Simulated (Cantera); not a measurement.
Mixture: 5.93 % CH₄, 22.8 % O₂, 64.1 % N₂, 7.12 % H₂O, equivalence ratio 0.52, at 375 Torr, adiabatic and at constant pressure. Ignition delay is the time to a rise of 400 K.

Cantera simulation using GRI-Mech 3.0 (53 species, 325 reactions); the numbers are that mechanism's predictions, not measurements.

Problem. Predict: delay at 1275 K; delay at 1425 K; delay at 1575 K; delay at 1725 K; apparent activation energy between 1650 and 1800 K.

Solution. 
| Quantity | Result |
|---|---|
| delay at 1275 K | 18.6 ms |
| delay at 1425 K | 3.10 ms |
| delay at 1575 K | 0.777 ms |
| delay at 1725 K | 0.267 ms |
| apparent activation energy between 1650 and 1800 K | 160 kJ/mol |
